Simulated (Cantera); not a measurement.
A closed system holds: 1 mol N2O, 1.4 mol O2, 0.023 mol SO2, held at 1330 Pa.

Cantera equilibrium calculation (NASA polynomials, part measured and part estimated; ideal gas, pure solids and liquids). Candidate condensed phases: S; 17 gas species. The numbers say what is thermodynamically allowed, not how fast it happens. All values below are at 3223 K.

Base state: O 0.648, N2 0.219, O2 0.105, NO 0.0229, SO 0.00263, S 0.00198, SO2 0.000681, N 0.000215 (mole fractions); condensed: gas only.

### Question
What changes in the equilibrium state with this change: pressure from 1330 Pa to 100000 Pa?

### Answer
```
species   before    after
-------  -------  -------
O2         0.105    0.489
N2         0.219    0.286
O          0.648    0.161
NO        0.0229   0.0564
NO2      9.40e-7  4.33e-5
S        0.00198  4.96e-5
```

### Question
What changes in the equilibrium state with this change: pressure from 1330 Pa to 1.90e7 Pa?

### Answer
```tsv
species	before	after
O2	0.105	0.606
N2	0.219	0.307
NO	0.0229	0.0651
O	0.648	0.0130
S	0.00198	2.71e-7
SO3	1.77e-8	5.72e-5
O3	8.39e-9	1.39e-5
```
The ideal-gas law is rough above about 30 bar.
